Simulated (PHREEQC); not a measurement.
**Brackish or sea water: speciation**

A made-up water analysis in mmol/kgw, 55 °C, pH 6.21: Na 510; K 78.8; Ca 7.24; Mg 24.4; Cl 640; S(6) 4.07; Alkalinity (meq/kgw) 0.00654.

Cl is adjusted to close the charge balance.
Valence states are taken as typed.

All values are PHREEQC results (Pitzer model, pitzer.dat), not measurements.

Each row changes one thing in this solution. Precipitation was switched off in this run.

| case | HCO3- (mol/kgw) | CO2 (mol/kgw) | MgOH+ (mol/kgw) | HSO4- (mol/kgw) | CO3-2 (mol/kgw) | MgCO3 (mol/kgw) | SI of Halite (NaCl) |
|---|---|---|---|---|---|---|---|
| as made | 7.02e-6 | 4.45e-6 | 1.49e-7 | 7.94e-8 | 5.01e-9 | 3.44e-9 | -2.46 |
| Ca from 7.24 to 14.5 mmol/kgw | 7.00e-6 | 4.45e-6 | 1.49e-7 | 7.59e-8 | 5.29e-9 | 3.44e-9 | -2.45 |
| pH from 6.21 to 6.51 at the same alkalinity | 6.22e-6 | 1.98e-6 | 2.97e-7 | 3.98e-8 | 8.86e-9 | 6.08e-9 | -2.46 |

Away from 25 °C the constants follow the database's enthalpies or fits; those with neither stay at their 25 °C values.
